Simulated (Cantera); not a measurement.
An isothermal, constant-pressure homogeneous reactor starts with CH4 : H2O = 1 : 3.4 (molar parts), at 1450 K and 100.0 Torr.

Computed with Cantera and GRI-Mech 3.0 (53 species, 325 reactions).

One state of this run: x CH4 = 0.111; x H2O = 0.688; x O2 = 1.99e-11; x C2H4 = 0.000927; x C2H6 = 6.97e-5; x OH = 7.12e-7. x: mole fraction; the columns are a selection and need not sum to one.

Problem. Which value of t (s) does it belong to?
A. 3.12
B. 0.162
C. 13.7
D. 0.000100

Solution. A, 3.12
